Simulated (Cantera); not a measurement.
Equilibrium for metals in furnace atmospheres: Cu + CO₂ + N₂

A closed system holds: 1 mol Cu, 12 mol CO₂, 55 mol N₂, held at 802 °C.

Cantera equilibrium calculation (NASA polynomials, part measured and part estimated; ideal gas, pure solids and liquids). Candidate condensed phases: C, Cu, CuO, Cu₂O; 27 gas species. Mutual solubility and eutectic melting of coexisting phases are not modelled. Rates play no part.

```csv
P (Pa),x N₂,x CO₂,x CO,x O₂,x Cu,x NO,n Cu(s),n Cu₂O(s)
10,0.821,0.179,6.57e-6,3.15e-6,2.55e-6,2.66e-7,1.000,0
82,0.821,0.179,3.28e-6,1.55e-6,3.12e-7,1.87e-7,1.000,0
670,0.821,0.179,2.80e-6,2.60e-7,3.81e-8,7.65e-8,1.000,0.000147
5500,0.821,0.179,2.80e-6,3.17e-8,4.64e-9,2.67e-8,1.000,0.000181
45000,0.821,0.179,2.80e-6,3.87e-9,5.68e-10,9.34e-9,1.000,0.000186
370000,0.821,0.179,2.80e-6,4.71e-10,6.90e-11,3.26e-9,1.000,0.000187
3000000,0.821,0.179,2.80e-6,5.81e-11,8.51e-12,1.14e-9,1.000,0.000187
```
x: gas mole fraction; n: condensed amount in mol.

From 0.0750 Torr to 0.615 Torr the condensed part is Cu(s). From 5.03 Torr to 22500 Torr the condensed part is Cu(s) + Cu₂O(s).
